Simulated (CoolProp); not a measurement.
n-nonane along the isotherm 600 K: Z from the reference equation and from simpler models built on Tc = 594.5 K, pc = 22.82 bar, ω = 0.443; each cubic takes its own stable root.

Model: reference Helmholtz-energy equation of state, Lemmon 2006, in CoolProp. It is a short technical equation, of lower accuracy than the large ones.

```
p (bar)          phase  reference
-------  -------------  ---------
8.15               gas     0.8663
16.3               gas     0.6887
24.4     supercritical     0.2948
32.6     supercritical     0.2251
40.7     supercritical     0.2624
48.9     supercritical     0.3025
57       supercritical     0.3424
65.2     supercritical     0.3827
73.3     supercritical     0.4221
81.5     supercritical     0.4617
89.6     supercritical     0.5005
97.8     supercritical     0.5393
106      supercritical     0.5779
114      supercritical     0.6152
```

Task: How far does each simpler model (van der Waals, Redlich-Kwong, Soave-Redlich-Kwong, Peng-Robinson) lie from the reference over these 14 states: mean and median of the absolute difference, and the worst?

Result: 
- van der Waals: mean 39.4 %, median 47.3 %, worst +51.9 % at 600 K and 32.6 bar
- Redlich-Kwong: mean 15.8 %, median 17.1 %, worst +28.0 % at 600 K and 32.6 bar
- Soave-Redlich-Kwong: mean 17.6 %, median 18.5 %, worst +30.0 % at 600 K and 32.6 bar
- Peng-Robinson: mean 7.5 %, median 6.6 %, worst +17.8 % at 600 K and 32.6 bar
